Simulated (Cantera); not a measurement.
Charge: 1 mol MgO, 0.68 mol C, 1.5 mol H2, held at 10.0 mbar.

Equilibrium computed with Cantera from the NASA thermochemical tables; the gas is ideal and each condensed phase is pure. Candidate condensed phases: C, C6H6, C7H8, C8H18, H2O, Mg, MgCO3, MgO, Mg(OH)2; 116 gas species. Rates play no part.

Which condensed phases are stable at each of these points (T (°C)): 625, 700, 775, 850, 925, 1000, 1075, 1150, 1225, 1300, 1375?


```tsv
T (°C)	condensed phases	Mg condensed (%)
625	C(graphite) + MgO(s)	100.0
700	C(graphite) + MgO(s)	100.0
775	C(graphite) + MgO(s)	100.0
850	C(graphite) + MgO(s)	100.0
925	C(graphite) + MgO(s)	100.0
1000	C(graphite) + MgO(s)	99.9
1075	C(graphite) + MgO(s)	99.3
1150	C(graphite) + MgO(s)	96.9
1225	C(graphite) + MgO(s)	87.0
1300	MgO(s)	32.0
1375	MgO(s)	32.0
```

From 625 °C to 1225 °C the condensed part is C(graphite) + MgO(s). From 1300 °C to 1375 °C the condensed part is MgO(s).
